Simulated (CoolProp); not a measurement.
A Linde-Hampson liquefier for ethane: isothermal reversible compression at 320 K from 1 atm to 15 MPa, throttling to 1 atm, return gas leaving the recuperator 10 K below the feed. Each further row changes one setting.

The numbers come from the reference Helmholtz-energy equation of state, Bücker 2006 in CoolProp.

| case | liquid yield per pass | compression work (kJ/kg of gas) |
|---|---|---|
| as stated | 0.443 | 353 |
| high pressure 30 MPa | 0.453 | 390 |
| warm-end temperature 350 K | 0.342 | 414 |
| warm-end gap 15 K | 0.435 | 353 |
